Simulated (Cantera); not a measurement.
Input: 1 mol SiH2Cl2, 0.24 mol C2H2, 49 mol H2, 0.1 mol C2H4, held at 1273 K and 240 Pa.

Method: chemical equilibrium by Gibbs-energy minimisation in Cantera with the NASA 1993 tables (ideal gas, pure condensed phases). Candidate condensed phases: C, C6H6, C7H8, C8H18, Si, SiC; 109 gas species. Mutual solubility and eutectic melting of coexisting phases are not modelled. The tables' values for SiCl3 are old estimates; treat these amounts as uncertain. The numbers say what is thermodynamically allowed, not how fast it happens.

**Question.** What is the equilibrium state?

**Answer.** 
| Quantity | Value |
|---|---|
| x(H2) | 0.964 |
| x(HCl) | 0.0328 |
| x(SiCl2) | 0.00289 |
| x(SiCl3) | 6.67e-5 |
| x(H) | 1.43e-5 |
| x(SiHCl3) | 1.18e-5 |
| x(SiCl4) | 1.01e-5 |
| x(SiH2Cl2) | 1.92e-6 |
| n(Si(s)) | 0.167 mol |
| n(SiC(s)) | 0.680 mol |
| gas amount | 51.44 mol |
| log10 activity of C(graphite) (absent) | -2.59 |
